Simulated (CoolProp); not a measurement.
n-octane along the isobar 3.17 MPa: Z from the reference equation and from simpler models built on Tc = 568.7 K, pc = 2.484 MPa, ω = 0.398; each cubic takes its own stable root.

Computed with CoolProp (reference Helmholtz-energy equation of state, Beckmüller 2019).

```csv
T (K),phase,reference,van der Waals,Redlich-Kwong,Soave-Redlich-Kwong,Peng-Robinson
337.6,liquid,0.1927,0.3385,0.2325,0.2227,(withheld)
352.5,liquid,0.1880,0.3292,(withheld),0.2168,0.1925
367.3,liquid,0.1839,0.3209,0.2222,0.2117,0.1879
382.2,liquid,0.1803,0.3136,0.2182,0.2074,0.1839
397,liquid,0.1773,0.3073,0.2149,0.2038,(withheld)
411.9,liquid,0.1747,0.3018,0.2123,0.2010,0.1780
426.8,liquid,0.1727,0.2971,0.2104,0.1988,0.1760
441.6,liquid,0.1711,0.2934,0.2093,0.1975,0.1747
456.5,liquid,0.1701,0.2905,0.2090,0.1970,0.1743
471.3,liquid,0.1697,0.2885,0.2095,0.1974,0.1747
486.2,liquid,0.1700,0.2875,0.2111,0.1990,0.1761
501.1,liquid,0.1711,0.2877,0.2139,0.2020,0.1788
```

Problem. What belongs in the gaps?

Solution. 
- 337.6, Peng-Robinson: 0.1979
- 352.5, Redlich-Kwong: 0.2269
- 397, Peng-Robinson: 0.1806
